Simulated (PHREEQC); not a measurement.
**Sulfide liquor (model solution)**

Make-up at 20 °C: 2.2 mmol/kgw H2S, 0.21 mmol/kgw HCl and 70 mmol/kgw ZnCl2. Closed to the air; pH follows from the charge balance.

The numbers come from PHREEQC with the ion-association model, phreeqc.dat.

This is a speciation only: nothing precipitates in the calculation.

Predict the pH.

pH 2.74.

In which forms is S present?

Zn(HS)2 94 %, H2S 6.5 % of the S.

Examples of supersaturated solids here: Sphalerite (slow to form). Others may be too. Complexes and solids missing from the database can't appear.
